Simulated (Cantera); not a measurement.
Charge: 1 mol SiC, 0.25 mol O2, 310 mol H2, at 1898.15 K and 0.133 bar.

Equilibrium computed with Cantera from the NASA thermochemical tables; the gas is ideal and each condensed phase is pure. Candidate condensed phases: C, C6H6, C7H8, C8H18, H2O, Si, SiC, SiO2; 123 gas species. Gases not in the tables: Si2H6 and higher silanes. Kinetics and transport are ignored.

Base state: H2 0.996, H 0.00214, CO 0.000836, SiO 0.000773, Si 3.84e-5, SiH2 2.39e-5, SiH 1.22e-5 (mole fractions); condensed: SiC(s).

Question: What changes in the equilibrium state with this change: temperature from 1898.15 K to 1223.15 K?

Answer: 
```
species                before     after
-------------------  --------  --------
H2                      0.996     0.999
CH4                   6.62e-6  0.000595
CO                   0.000836  0.000141
H                     0.00214   8.25e-7
SiO                  0.000773   5.87e-7
Si                    3.84e-5     <1e-9
SiH2                  2.39e-5     <1e-9
SiC(s), mol             0.736     0.772
SiO2(β-quartz), mol         0     0.228
```
Mutual solubility and eutectic melting of coexisting phases are not modelled. The tables hold silica as quartz up to 1696 K and as liquid above; real silica turns to tridymite and cristobalite and melts near 1996 K.
